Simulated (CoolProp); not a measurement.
A single-stage vapour-compression cycle with dimethyl ether: evaporating at 280.15 K (dew point), condensing at 314.15 K (bubble point), superheat 5 K, subcooling 0 K, compressor efficiency 0.65, no pressure losses. Each further row changes one setting.

Model: reference Helmholtz-energy equation of state, Wu 2011, in CoolProp.

| case | cooling COP | pressure ratio | discharge temperature (K) | refrigerating effect (kJ/kg) | volumetric capacity (kJ/m³) |
|---|---|---|---|---|---|
| as stated | 4.63 | 2.70 | 342.5 | 351 | 2500 |
| evaporating temperature 285.15 K | 5.63 | 2.29 | … | 356 | … |
| condensing temperature 309.15 K | … | 2.37 | 334.7 | 363 | 2590 |
| subcooling 5 K | 4.80 | 2.70 | 342.5 | 363 | 2590 |
| superheat 15 K | 4.62 | 2.70 | … | … | 2490 |
| compressor efficiency 0.55 | 3.92 | 2.70 | 350.2 | 351 | 2500 |

### Question
Complete the blanks.

### Answer

- evaporating temperature 285.15 K, discharge temperature (K): 338.4
- evaporating temperature 285.15 K, volumetric capacity (kJ/m³): 2960
- condensing temperature 309.15 K, cooling COP: 5.56
- superheat 15 K, discharge temperature (K): 353.3
- superheat 15 K, refrigerating effect (kJ/kg): 366
